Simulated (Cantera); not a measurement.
Cantera run:

```python
import numpy as np
import cantera as ct

gas_names = [...]  # 71 gases of nasa_gas.yaml made of F, H, O, S
cond_names = """
    H2O(s) H2O(L) H2SO4(L) S(cr1) S(cr2) S(L)
""".split()


# ... load() reads the species with a 1 bar reference pressure and builds the phases ...
atoms = {
    'HF': {'H': 1, 'F': 1},
    'O2': {'O': 2},
    'SO2': {'S': 1, 'O': 2},
}
top_T = {}  # K; cautious upper limits of use, not melting points


# ... equilibrate(T, P, feed) seeds the gas with the atoms and calls Mixture.equilibrate('TP', solver="vcs", rtol=1e-11, max_steps=5000) ...
results = []
feed = {'HF': 1, 'O2': 2, 'SO2': 0.01}  # mol
P = 101325  # Pa
for T in [2000, 2500, 3000, 3500, 4000, 4500, 5000]:
    mix = equilibrate(T, P, feed)
    results.append((T, P, feed, dict(zip(mix.species_names, mix.species_moles))))

top = {s: max(r[3][s] / sum(r[3][g] for g in gas_names) for r in results) for s in gas_names}
cols = sorted((s for s in top if top[s] > 0.001), key=lambda s: -top[s])[:7]
seen = [c for c in cond_names if any(r[3].get(c, 0) > 1e-12 for r in results)]
print("log10 of partial pressures in bar; condensed amounts in mol")
print(f"{'T/K':>10s}" + "".join(f"{s[:9]:>10s}" for s in cols + seen))
for T, P, feed, n in results:
    ng = sum(n[g] for g in gas_names)
    print(f"{T:10.4g}" + "".join(f"{np.log10(max(n[s] / ng * P / 1e5, 1e-99)):10.3f}" for s in cols)
          + "".join(f"{n.get(c, 0):10.4g}" for c in seen))
```

It prints:

```
log10 of partial pressures in bar; condensed amounts in mol
       T/K        O2         O        HF         F         H        OH       SO2
      2000    -0.172    -3.261    -0.474    -3.148    -6.290    -3.837    -2.475
      2500    -0.180    -1.929    -0.483    -2.275    -4.087    -2.635    -2.480
      3000    -0.232    -1.062    -0.526    -1.673    -2.665    -1.911    -2.531
      3500    -0.419    -0.517    -0.660    -1.259    -1.729    -1.553    -2.775
      4000    -0.854    -0.254    -0.944    -0.992    -1.163    -1.571    -3.478
      4500    -1.463    -0.185    -1.401    -0.845    -0.895    -1.896    -4.628
      5000    -2.039    -0.174    -1.961    -0.792    -0.808    -2.329    -5.813
```

These are equilibrium values from Cantera (NASA tables, ideal gas, pure condensed phases), not measurements of a reactor.
